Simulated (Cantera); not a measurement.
**Premixed flame**

A freely propagating, adiabatic, planar premixed flame of H2 : O2 : N2 : H2O = 1 : 0.532 : 2 : 0.074 (molar parts), unburnt at 475 K and 1000000 Pa; mixture-averaged transport, grid criteria slope 0.08 and curve 0.16, no radiation.

Cantera simulation using the H2/O2 subset of GRI-Mech 3.0, which has no nitrogen chemistry; the numbers are that mechanism's predictions, not measurements. The hydrogen kinetics of GRI-Mech 3.0 are dated; newer H2 mechanisms differ, most at raised pressure. Burning velocities carry a grid error of a few per cent, more on coarse grids.

```json
[
 {"z (mm)": "-0.0779", "T (K)": "475", "u (m/s)": "2.70", "x H2": "0.277", "x O2": "0.148", "x OH": "<1e-8", "x H": "<1e-8", "x H2O": "0.0205", "x H2O2": "<1e-8"},
 {"z (mm)": "-0.0519", "T (K)": "475", "u (m/s)": "2.70", "x H2": "0.276", "x O2": "0.148", "x OH": "<1e-8", "x H": "<1e-8", "x H2O": "0.0206", "x H2O2": "3.45e-8"},
 {"z (mm)": "-0.0390", "T (K)": "476", "u (m/s)": "2.70", "x H2": "0.273", "x O2": "0.148", "x OH": "<1e-8", "x H": "<1e-8", "x H2O": "0.0207", "x H2O2": "1.97e-7"},
 {"z (mm)": "-0.0260", "T (K)": "487", "u (m/s)": "2.72", "x H2": "0.262", "x O2": "0.150", "x OH": "<1e-8", "x H": "<1e-8", "x H2O": "0.0216", "x H2O2": "3.52e-6"},
 {"z (mm)": "-0.0130", "T (K)": "625", "u (m/s)": "3.33", "x H2": "0.215", "x O2": "0.154", "x OH": "1.61e-5", "x H": "5.88e-6", "x H2O": "0.0365", "x H2O2": "0.000105"},
 {"z (mm)": "-0.00649", "T (K)": "982", "u (m/s)": "5.04", "x H2": "0.162", "x O2": "0.139", "x OH": "0.000661", "x H": "0.000808", "x H2O": "0.0842", "x H2O2": "0.000242"},
 {"z (mm)": "0", "T (K)": "1445", "u (m/s)": "7.29", "x H2": "0.103", "x O2": "0.102", "x OH": "0.00265", "x H": "0.00556", "x H2O": "0.163", "x H2O2": "5.66e-5"},
 {"z (mm)": "0.00649", "T (K)": "1764", "u (m/s)": "8.85", "x H2": "0.0585", "x O2": "0.0641", "x OH": "0.00661", "x H": "0.0103", "x H2O": "0.230", "x H2O2": "6.68e-6"},
 {"z (mm)": "0.0130", "T (K)": "1945", "u (m/s)": "9.73", "x H2": "0.0364", "x O2": "0.0425", "x OH": "0.0104", "x H": "0.0108", "x H2O": "0.265", "x H2O2": "4.41e-6"},
 {"z (mm)": "0.0260", "T (K)": "2124", "u (m/s)": "10.6", "x H2": "0.0224", "x O2": "0.0282", "x OH": "0.0130", "x H": "0.00753", "x H2O": "0.291", "x H2O2": "2.85e-6"},
 {"z (mm)": "0.0519", "T (K)": "2263", "u (m/s)": "11.2", "x H2": "0.0148", "x O2": "0.0221", "x OH": "0.0117", "x H": "0.00361", "x H2O": "0.307", "x H2O2": "1.89e-6"},
 {"z (mm)": "0.104", "T (K)": "2352", "u (m/s)": "11.6", "x H2": "0.00893", "x O2": "0.0189", "x OH": "0.00923", "x H": "0.00147", "x H2O": "0.319", "x H2O2": "1.29e-6"},
 {"z (mm)": "0.208", "T (K)": "2399", "u (m/s)": "11.8", "x H2": "0.00521", "x O2": "0.0172", "x OH": "0.00725", "x H": "0.000628", "x H2O": "0.326", "x H2O2": "9.48e-7"}
]
```
x: mole fraction of selected species; z is measured from the peak of heat release.

| Quantity | Result |
|---|---|
| laminar burning velocity | 271 cm/s |
| thermal thickness | 0.0260 mm |
| peak x(OH) | 0.0130 |
| peak x(H) | 0.0110 |
| peak x(H2O2) | 0.000243 |
| grid points | 111 |
